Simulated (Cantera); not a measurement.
Charge: 1 mol n-butane, 2.2 mol NH3, 0.052 mol H2O, held at 2400 K.

Method: chemical equilibrium by Gibbs-energy minimisation in Cantera with the NASA 1993 tables (ideal gas, pure condensed phases). Candidate condensed phases: C, C6H6, C7H8, C8H18, H2O; 136 gas species. The ideal-gas law is rough above about 30 bar. Kinetics and transport are ignored.

x: gas mole fraction; n: condensed amount in mol.

```
P (Pa)     x H2      x H    x N2    x HCN     x CH4  n C(graphite)
--------  -----  -------  ------  -------  --------  -------------
10        0.201    0.714  0.0700  0.00648  7.20e-10           3.72
46        0.419    0.480  0.0820   0.0101   1.43e-8           3.71
220           …        …  0.0929        …         …           3.69
1000      0.737    0.137  0.0996   0.0148   9.65e-7           3.67
4600      0.802   0.0664   0.103   0.0157   5.26e-6           3.67
22000     0.835   0.0310   0.105   0.0162   2.72e-5           3.66
100000    0.850        …   0.106   0.0164         …           3.66
460000    0.856  0.00686   0.106   0.0165  0.000600           3.65
2200000   0.857  0.00314   0.107   0.0165   0.00287           3.63
10000000  0.847  0.00146   0.108   0.0165    0.0127           3.53
```

Problem. Some entries are withheld; supply them.

Solution. 
- 220, x H2: 0.617
- 220, x H: 0.266
- 220, x HCN: 0.0131
- 220, x CH4: 1.49e-7
- 100000, x H: 0.0147
- 100000, x CH4: 0.000128
